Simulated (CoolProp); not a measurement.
A simple Rankine cycle with R114: condensing at 297.15 K, boiler at 1.6 MPa, turbine inlet 419.1 K, turbine efficiency 0.7, pump efficiency 0.6, no recuperator. Each further row changes one setting.

The numbers come from the reference Helmholtz-energy equation of state, Platzer 1990 in CoolProp. This equation is an older, rougher fit; its heat capacities, sound speeds and derivatives of the liquid may be far off and weren't checked against measurements.

```csv
case,thermal efficiency (%),net work (kJ/kg),heat in (kJ/kg),turbine exit temperature (K),volume ratio over the turbine
as stated,11.0,22.8,208,373.5,8.22
turbine inlet 439.1 K,10.9,24.6,226,394.2,7.99
condensing temperature 289.15 K,12.0,25.9,216,368.9,10.7
boiler pressure 1.12 MPa,9.4,20.0,213,383.7,5.49
turbine efficiency 0.6,9.3,19.3,208,378.0,8.33
```
